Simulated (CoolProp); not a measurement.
A simple Rankine cycle with water: condensing at 308.15 K, boiler at 0.353 MPa, turbine inlet 562.3 K, turbine efficiency 0.7, pump efficiency 0.6, no recuperator. Each further row changes one setting.

The numbers come from the reference Helmholtz-energy equation of state, Wagner 2002 in CoolProp.

| case | thermal efficiency (%) | net work (kJ/kg) | heat in (kJ/kg) | turbine exit temperature (K) | volume ratio over the turbine |
|---|---|---|---|---|---|
| as stated | 17.3 | 501 | 2900 | 308.1 | 34.3 |
| turbine inlet 582.3 K | 17.5 | 514 | 2940 | 312.0 | 33.8 |
| condensing temperature 300.15 K | 18.5 | 541 | 2930 | 300.2 | 52.2 |
| boiler pressure 0.247 MPa | 16.1 | 467 | 2900 | 317.0 | 24.8 |
| turbine efficiency 0.6 | 14.8 | 430 | 2900 | 335.1 | 37.7 |

The expansion ends wet for: as stated; condensing temperature 300.15 K.
